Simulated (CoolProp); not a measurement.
Vapour-liquid equilibrium of dimethyl carbonate (1) + n-heptane (2) at 347.3 K; x and y are mole fractions of (1).

Model: multi-fluid Helmholtz-energy mixture model, Zhou 2011 and Span 2003; pair parameters Bell 2016, in CoolProp.

```json
[
 {"x": "0.05", "bubble pressure, mixture model (kPa)": "___", "bubble pressure, Raoult's law (kPa)": "47.46", "y, mixture model": "___", "y, Raoult's law": "0.062"},
 {"x": "0.2", "bubble pressure, mixture model (kPa)": "70.00", "bubble pressure, Raoult's law (kPa)": "49.32", "y, mixture model": "0.432", "y, Raoult's law": "0.240"},
 {"x": "0.35", "bubble pressure, mixture model (kPa)": "76.18", "bubble pressure, Raoult's law (kPa)": "51.19", "y, mixture model": "0.527", "y, Raoult's law": "0.405"},
 {"x": "0.5", "bubble pressure, mixture model (kPa)": "78.26", "bubble pressure, Raoult's law (kPa)": "53.05", "y, mixture model": "___", "y, Raoult's law": "0.558"},
 {"x": "0.65", "bubble pressure, mixture model (kPa)": "___", "bubble pressure, Raoult's law (kPa)": "54.91", "y, mixture model": "0.613", "y, Raoult's law": "0.701"},
 {"x": "0.8", "bubble pressure, mixture model (kPa)": "76.59", "bubble pressure, Raoult's law (kPa)": "56.77", "y, mixture model": "___", "y, Raoult's law": "0.835"},
 {"x": "0.95", "bubble pressure, mixture model (kPa)": "67.04", "bubble pressure, Raoult's law (kPa)": "58.63", "y, mixture model": "0.846", "y, Raoult's law": "0.960"}
]
```

Q: Fill in the missing entries.

A: 
- 0.05, bubble pressure, mixture model (kPa): 55.03
- 0.05, y, mixture model: 0.185
- 0.5, y, mixture model: 0.575
- 0.65, bubble pressure, mixture model (kPa): 78.48
- 0.8, y, mixture model: 0.671

The largest gap from Raoult's law is +48.8 % in bubble pressure, at x = 0.35. y crosses x between x = 0.5 and 0.65: the model has an azeotrope there.

The pair parameters rest on a limited set of measurements; away from them the model extrapolates.
